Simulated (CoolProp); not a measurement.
Properties of n-perfluoropentane along the isobar 2.8 MPa (Tc = 421.0 K, pc = 2.063 MPa, ω = 0.436).

Model: reference Helmholtz-energy equation of state, Gao 2022, in CoolProp.

| T (K) | phase | speed of sound (m/s) | Joule-Thomson coefficient (K/MPa) | isothermal compressibility (1/MPa) | fugacity coefficient |
|---|---|---|---|---|---|
| 356.7 | liquid | 322.9 | 0.02707 | 0.008672 | 0.1843 |
| 362.2 | liquid | 306.2 | 0.07521 | 0.009828 | 0.2067 |
| 367.7 | liquid | 289.4 | 0.1311 | 0.01123 | 0.2305 |
| 373.1 | liquid | 272.7 | 0.1954 | 0.01293 | 0.2552 |
| 378.6 | liquid | 255.5 | 0.2733 | 0.01509 | 0.2817 |
| 384.1 | liquid | 238.2 | 0.3676 | 0.01784 | 0.3094 |
| 389.6 | liquid | 220.6 | 0.4839 | 0.02144 | 0.3382 |
| 395.1 | liquid | 202.7 | 0.6306 | 0.02628 | 0.3681 |
| 400.6 | liquid | 184.6 | 0.8210 | 0.03301 | 0.3988 |
| 406.1 | liquid | 166.1 | 1.077 | 0.04281 | 0.4302 |
| 411.6 | liquid | 147.1 | 1.437 | 0.05794 | 0.4621 |
| 417.1 | liquid | 127.6 | 1.979 | 0.08338 | 0.4942 |
| 422.6 | supercritical | 107.3 | 2.873 | 0.1320 | 0.5262 |
| 428 | supercritical | 86.58 | 4.529 | 0.2429 | 0.5570 |
